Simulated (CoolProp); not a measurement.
Values from CoolProp's reference Helmholtz-energy equation of state, McLinden 2020.

### Question
For R1336mzz(Z), give the phase and the density (kg/m³), cv (kJ/(kg K)), speed of sound (m/s), Joule-Thomson coefficient (K/MPa) at 138.95 °C and 3.79 MPa; 187.75 °C and 3.79 MPa.

### Answer
- 138.95 °C and 3.79 MPa: liquid; density 1020, cv 1.06, speed of sound 278, Joule-Thomson coefficient 0.551
- 187.75 °C and 3.79 MPa: supercritical; density 508, cv 1.20, speed of sound 79.9, Joule-Thomson coefficient 12.3
